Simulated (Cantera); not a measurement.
An isothermal, constant-pressure homogeneous reactor starts with CO : O2 : H2O : N2 = 0.011 : 0.009 : 0.00039 : 1 (molar parts), at 1500 K and 2.57 atm.

Computed with Cantera and GRI-Mech 3.0 (53 species, 325 reactions).

One state of this run: x CO = 5.78e-7; x O2 = 0.00344; x H2O = 0.000384; x O = 1.51e-7; x NO2 = 1.11e-8; x H = 9.92e-10. x: mole fraction; the columns are a selection and need not sum to one.

**Question.** Which value of t (s) does it belong to?
A. 2.00
B. 0.000356
C. 6.32e-5
D. 2.00e-6

**Answer.** A, 2.00
